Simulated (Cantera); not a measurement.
An adiabatic, constant-pressure homogeneous reactor starts with 6.37 % CH₄, 0.827 % CO, 10.9 % O₂, 75.7 % N₂, 6.11 % CO₂, at 1275 K and 19.0 bar.

Computed with Cantera and GRI-Mech 3.0 (53 species, 325 reactions). The pressure lies above the range GRI-Mech 3.0 was tuned for (to about 10 atm).

One state of this run: T (K) = 2298; x CH₄ = <1e-12; x CO = 0.0357; x O₂ = 4.97e-5; x C₂H₄ = <1e-12; x O = 8.00e-6; x NO = 0.000235. x: mole fraction; the columns are a selection and need not sum to one.

Problem. Which value of t (s) does it belong to?
(A) 0.103
(B) 0.00176
(C) 7.76e-6
(D) 2.00e-6

Solution. A, 0.103
